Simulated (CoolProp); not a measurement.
The numbers come from the reference Helmholtz-energy equation of state, Thol 2021 in CoolProp.

### Question
For chlorine, give the phase and the isothermal compressibility (1/MPa), expansivity (1/kK), fugacity coefficient at 402.2 K and 3.18 MPa; 402.2 K and 9.55 MPa.

### Answer
- 402.2 K and 3.18 MPa: gas; isothermal compressibility 0.393, expansivity 4.60, fugacity coefficient 0.853
- 402.2 K and 9.55 MPa: liquid; isothermal compressibility 0.0167, expansivity 6.00, fugacity coefficient 0.493
